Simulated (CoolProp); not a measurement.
A single-stage vapour-compression cycle with n-perfluoropentane: evaporating at 285.15 K (dew point), condensing at 342.15 K (bubble point), superheat 0 K, subcooling 8 K, compressor efficiency 0.6, no pressure losses. Each further row changes one setting.

Values from CoolProp's reference Helmholtz-energy equation of state, Gao 2022.

| case | cooling COP | pressure ratio | discharge temperature (K) | refrigerating effect (kJ/kg) | volumetric capacity (kJ/m³) |
|---|---|---|---|---|---|
| as stated | (withheld) | 6.95 | 342.2 | 43.0 | 277 |
| evaporating temperature 290.15 K | 2.27 | 5.65 | 342.2 | 46.8 | 367 |
| condensing temperature 337.15 K | 2.27 | 6.04 | 337.1 | 48.6 | 313 |
| subcooling 13 K | (withheld) | 6.95 | 342.2 | 48.6 | 313 |
| superheat 10 K | (withheld) | 6.95 | 342.2 | 51.0 | 316 |
| compressor efficiency 0.5 | 1.58 | 6.95 | 342.2 | 43.0 | 277 |

**Question.** Complete the blanks.

**Answer.** 
- as stated, cooling COP: 1.89
- subcooling 13 K, cooling COP: 2.14
- superheat 10 K, cooling COP: 2.03

The compression ends wet for: as stated; evaporating temperature 290.15 K; condensing temperature 337.15 K; subcooling 13 K; superheat 10 K; compressor efficiency 0.5.
